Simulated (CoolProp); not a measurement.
Vapour-liquid equilibrium of CH2F2 (R32) (1) + R1234yf (2) at 0.205 MPa; x and y are mole fractions of (1).

Model: multi-fluid Helmholtz-energy mixture model, Tillner-Roth 1997 and Lemmon 2022; pair parameters Bell 2023, in CoolProp.

Give the bubble temperature and the first vapour's composition at x = 0.2, 0.35, 0.8. Is there an azeotrope?

x = 0.2: 249.6 K, y = 0.470; x = 0.35: 244.6 K, y = 0.636; x = 0.8: 237.8 K, y = 0.878. No azeotrope shows between x = 0.05 and 0.95.

The pair parameters rest on a limited set of measurements; away from them the model extrapolates.
